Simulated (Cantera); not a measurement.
## Dilute partial oxidation

An isothermal, constant-pressure homogeneous reactor starts with 2.43 % CH2O, 0.495 % O2, 97.1 % N2, equivalence ratio 4.9, at 975 K and 17.0 bar.

Detailed kinetics in Cantera: GRI-Mech 3.0 (53 species, 325 reactions). The pressure lies above the range GRI-Mech 3.0 was tuned for (to about 10 atm). Below about 1000 K GRI-Mech 3.0 lacks low-temperature oxidation paths.

```
t (s)      x CH2O      x O2   x CH2CO      x H2     x CH3       x O     x HCO
--------  -------  --------  --------  --------  --------  --------  --------
6.00e-6    0.0243   0.00495    <1e-12   1.00e-8    <1e-12    <1e-12  3.77e-10
1.97e-5    0.0243   0.00495    <1e-12   5.27e-8    <1e-12    <1e-12  7.28e-10
6.45e-5    0.0243   0.00495    <1e-12   3.92e-7    <1e-12    <1e-12   1.97e-9
0.000212   0.0243   0.00494    <1e-12   4.39e-6    <1e-12  1.87e-12   8.50e-9
0.000694   0.0238   0.00468  1.83e-12  0.000137  2.72e-12  3.13e-11   1.16e-7
0.00228   0.00587   7.35e-5   1.75e-6    0.0109   1.42e-7   6.93e-9   4.39e-6
0.00747   7.16e-8   2.11e-5   4.68e-8    0.0147   6.66e-9  1.85e-10   5.42e-9
0.0245    2.89e-8   1.37e-5   2.40e-8    0.0147   1.07e-9  1.09e-11  7.00e-10
0.0803    1.05e-8   7.31e-6   9.86e-9    0.0147  8.62e-10  4.54e-12  5.63e-10
0.263     4.13e-9   1.70e-6   1.29e-9    0.0147  4.81e-10    <1e-12  3.12e-10
0.864     3.34e-9   2.79e-7  1.14e-10    0.0147  1.32e-10    <1e-12  8.48e-11
2.83      3.25e-9   6.17e-8  1.70e-11    0.0147  3.35e-11    <1e-12  2.15e-11
9.30      3.23e-9   1.62e-8  3.86e-12    0.0147  9.76e-12    <1e-12  6.24e-12
30.5      3.23e-9   3.87e-9  1.41e-12    0.0147  3.62e-12    <1e-12  2.32e-12
100       3.23e-9  4.64e-10    <1e-12    0.0147  1.91e-12    <1e-12  1.22e-12
```
x: mole fraction; the columns are a selection and need not sum to one.

Equilibrium at this temperature and pressure: CH2O 3.01e-9, O2 <1e-12, CH2CO 1.56e-11, H2 0.0185, CH3 1.95e-11, O <1e-12, HCO <1e-12 (gas phase only).
